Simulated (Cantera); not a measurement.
# Thermodynamics of silicon oxide and oxynitride deposition, feed SiH₄ + CO₂

Charge: 1 mol SiH₄, 2.8 mol CO₂, equilibrated at 7.50 mbar.

Method: chemical equilibrium by Gibbs-energy minimisation in Cantera with the NASA 1993 tables (ideal gas, pure condensed phases). Candidate condensed phases: C, C₆H₆, C₇H₈, C₈H₁₈, H₂O, Si, SiC, SiO₂; 123 gas species. The tables hold silica as quartz up to 1696 K and as liquid above; real silica turns to tridymite and cristobalite and melts near 1996 K. Kinetics and transport are ignored.

```json
[
 {"T (K)": "998", "x CO": "0.474", "x H₂": "0.359", "x H₂O": "0.0573", "x CO₂": "0.109", "x H": "1.49e-8", "x SiO": "<1e-12", "x OH": "5.17e-12", "x SiO₂": "<1e-12", "n SiO₂(β-quartz)": "1.00", "n SiO₂(condensed)": "0"},
 {"T (K)": "1148", "x CO": "0.492", "x H₂": "0.342", "x H₂O": "0.0751", "x CO₂": "0.0915", "x H": "4.83e-7", "x SiO": "1.57e-12", "x OH": "6.35e-10", "x SiO₂": "<1e-12", "n SiO₂(β-quartz)": "1.00", "n SiO₂(condensed)": "0"},
 {"T (K)": "1298", "x CO": "0.505", "x H₂": "0.328", "x H₂O": "0.0887", "x CO₂": "0.0779", "x H": "7.09e-6", "x SiO": "9.59e-10", "x OH": "2.48e-8", "x SiO₂": "<1e-12", "n SiO₂(β-quartz)": "1.00", "n SiO₂(condensed)": "0"},
 {"T (K)": "1448", "x CO": "0.516", "x H₂": "0.318", "x H₂O": "0.0989", "x CO₂": "0.0677", "x H": "6.00e-5", "x SiO": "1.54e-7", "x OH": "4.45e-7", "x SiO₂": "5.18e-11", "n SiO₂(β-quartz)": "1.000", "n SiO₂(condensed)": "0"},
 {"T (K)": "1598", "x CO": "0.523", "x H₂": "0.310", "x H₂O": "0.107", "x CO₂": "0.0601", "x H": "0.000342", "x SiO": "9.45e-6", "x OH": "4.58e-6", "x SiO₂": "5.20e-9", "n SiO₂(β-quartz)": "1.000", "n SiO₂(condensed)": "0"},
 {"T (K)": "1748", "x CO": "0.528", "x H₂": "0.303", "x H₂O": "0.112", "x CO₂": "0.0543", "x H": "0.00145", "x SiO": "0.000277", "x OH": "3.14e-5", "x SiO₂": "2.30e-7", "n SiO₂(β-quartz)": "0", "n SiO₂(condensed)": "0.999"},
 {"T (K)": "1898", "x CO": "0.528", "x H₂": "0.293", "x H₂O": "0.119", "x CO₂": "0.0510", "x H": "0.00488", "x SiO": "0.00439", "x OH": "0.000162", "x SiO₂": "5.32e-6", "n SiO₂(β-quartz)": "0", "n SiO₂(condensed)": "0.979"}
]
```
x: gas mole fraction; n: condensed amount in mol.

From 998 K to 1598 K the condensed part is SiO₂(β-quartz). From 1748 K to 1898 K the condensed part is SiO₂(condensed).
